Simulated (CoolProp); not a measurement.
The fluoroketone C6F12O (FK-5-1-12) along the isobar 15.8 bar: Z from the reference equation and from simpler models built on Tc = 441.8 K, pc = 18.69 bar, ω = 0.471; each cubic takes its own stable root.

Model: reference Helmholtz-energy equation of state, McLinden 2015, in CoolProp.

| T (K) | phase | reference | van der Waals | Redlich-Kwong | Soave-Redlich-Kwong |
|---|---|---|---|---|---|
| 242.6 | liquid | 0.1403 | 0.2382 | ___ | 0.1547 |
| 254 | liquid | 0.1364 | ___ | 0.1576 | 0.1499 |
| 265.4 | liquid | 0.1329 | 0.2244 | ___ | 0.1456 |
| 276.8 | liquid | 0.1299 | 0.2187 | 0.1503 | 0.1419 |
| 288.2 | liquid | 0.1272 | 0.2136 | 0.1474 | ___ |
| 299.6 | liquid | 0.1249 | 0.2093 | 0.1450 | 0.1361 |
| 311 | liquid | 0.1229 | 0.2056 | 0.1432 | 0.1340 |
| 322.4 | liquid | 0.1213 | 0.2025 | 0.1418 | 0.1323 |
| 333.8 | liquid | ___ | ___ | ___ | 0.1312 |

Q: What belongs in the gaps?

A: 
- 242.6, Redlich-Kwong: 0.1622
- 254, van der Waals: 0.2309
- 265.4, Redlich-Kwong: 0.1537
- 288.2, Soave-Redlich-Kwong: 0.1388
- 333.8, reference: 0.1200
- 333.8, van der Waals: 0.2001
- 333.8, Redlich-Kwong: 0.1410
